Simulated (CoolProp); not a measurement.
CH3F (R41) along the isotherm 343.8 K: Z from the reference equation and from simpler models built on Tc = 317.3 K, pc = 5.906 MPa, ω = 0.200; each cubic takes its own stable root.

The numbers come from the reference Helmholtz-energy equation of state, Lemmon 2006 in CoolProp. It is a short technical equation, of lower accuracy than the large ones.

```csv
p (MPa),phase,reference
0.984,gas,0.9486
1.97,gas,0.8950
2.95,gas,0.8390
3.94,gas,0.7790
4.92,gas,0.7156
5.91,supercritical,0.6460
6.89,supercritical,0.5702
7.87,supercritical,0.4870
8.86,supercritical,0.4033
9.84,supercritical,0.3485
10.8,supercritical,0.3291
11.8,supercritical,0.3274
12.8,supercritical,0.3338
13.8,supercritical,0.3440
14.8,supercritical,0.3561
```

**Question.** How far does each simpler model (Soave-Redlich-Kwong, Peng-Robinson) lie from the reference over these 15 states: mean and median of the absolute difference, and the worst?

**Answer.** 
- Soave-Redlich-Kwong: mean 16.6 %, median 12.2 %, worst +32.9 % at 343.8 K and 11.8 MPa
- Peng-Robinson: mean 10.2 %, median 6.0 %, worst +22.5 % at 343.8 K and 11.8 MPa
